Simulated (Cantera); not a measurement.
Cantera run, input and output.

```python
import numpy as np
import cantera as ct

gas = ct.Solution("gri30.yaml")
gas.TPX = 1623, 350000, {'CH4': 1, 'O2': 4.55, 'N2': 17.1, 'H2O': 0.58}
reactor = ct.IdealGasReactor(gas, energy="on", clone=False)
net = ct.ReactorNet([reactor])
net.rtol, net.atol = 1e-08, 1e-16
show = ['CH4', 'O2', 'H2O', 'N2O', 'CH2O']
times = np.geomspace(2e-06, 0.2, 16)

steps = ct.SolutionArray(gas, extra=["t"])
rows = []
print(f"{'t/s':>10s}{'T/K':>9s}{'P/Pa':>11s}" + "".join(f"{s:>11s}" for s in show))
for t in times:
    while net.time < t:
        t_next = net.step()
        steps.append(gas.state, t=t_next)
    rows.append([np.interp(t, steps.t, y) for y in (steps.T, steps.P, *steps(*show).X.T)])
    print(f"{t:10.3e}{rows[-1][0]:9.1f}{rows[-1][1]:11.4g}" + "".join(f"{x:11.3e}" for x in rows[-1][2:]))
rate = np.gradient(steps.T, steps.t)
print("integrator steps:", len(steps.t))
if steps.T.max() > steps.T[0] + 200:
    print(f"time of steepest temperature rise: {steps.t[rate.argmax()]:.4e} s")
gas.TPX = 1623, 350000, {'CH4': 1, 'O2': 4.55, 'N2': 17.1, 'H2O': 0.58}
gas.equilibrate("UV")
print(f"equilibrium (UV): T = {gas.T:.1f} K  " + "  ".join(f"{s} {gas[s].X[0]:.3e}" for s in show))
```

It prints:

```
       t/s      T/K       P/Pa        CH4         O2        H2O        N2O       CH2O
 2.000e-06   1623.0    3.5e+05  4.304e-02  1.959e-01  2.497e-02  8.047e-12  1.053e-07
 4.309e-06   1623.0    3.5e+05  4.304e-02  1.959e-01  2.497e-02  2.823e-11  5.639e-07
 9.283e-06   1622.9    3.5e+05  4.302e-02  1.959e-01  2.498e-02  1.066e-10  3.146e-06
 2.000e-05   1622.9    3.5e+05  4.296e-02  1.958e-01  2.501e-02  4.123e-10  1.964e-05
 4.309e-05   1623.7  3.502e+05  4.261e-02  1.956e-01  2.523e-02  1.701e-09  1.454e-04
 9.283e-05   1652.5  3.567e+05  3.768e-02  1.920e-01  2.930e-02  1.531e-08  1.400e-03
 2.000e-04   2614.6   5.68e+05  4.083e-18  1.066e-01  1.029e-01  2.129e-06  1.028e-11
 4.309e-04   2611.2  5.672e+05  3.959e-18  1.057e-01  1.030e-01  2.121e-06  1.006e-11
 9.283e-04   2604.9  5.658e+05  3.737e-18  1.042e-01  1.032e-01  2.115e-06  9.657e-12
 2.000e-03   2595.4  5.636e+05  3.418e-18  1.019e-01  1.034e-01  2.129e-06  9.075e-12
 4.309e-03   2586.0  5.614e+05  3.123e-18  9.970e-02  1.037e-01  2.167e-06  8.528e-12
 9.283e-03   2581.9  5.604e+05  3.000e-18  9.871e-02  1.038e-01  2.190e-06  8.297e-12
 2.000e-02   2581.5  5.603e+05  2.988e-18  9.861e-02  1.038e-01  2.192e-06  8.274e-12
 4.309e-02   2581.5  5.603e+05  2.988e-18  9.861e-02  1.038e-01  2.192e-06  8.274e-12
 9.283e-02   2581.5  5.603e+05  2.988e-18  9.861e-02  1.038e-01  2.192e-06  8.274e-12
 2.000e-01   2581.5  5.603e+05  2.988e-18  9.861e-02  1.038e-01  2.192e-06  8.274e-12
integrator steps: 1646
time of steepest temperature rise: 1.1489e-04 s
equilibrium (UV): T = 2581.5 K  CH4 4.354e-18  O2 9.861e-02  H2O 1.038e-01  N2O 2.192e-06  CH2O 8.274e-12
```

Cantera simulation using GRI-Mech 3.0 (53 species, 325 reactions); the numbers are that mechanism's predictions, not measurements.
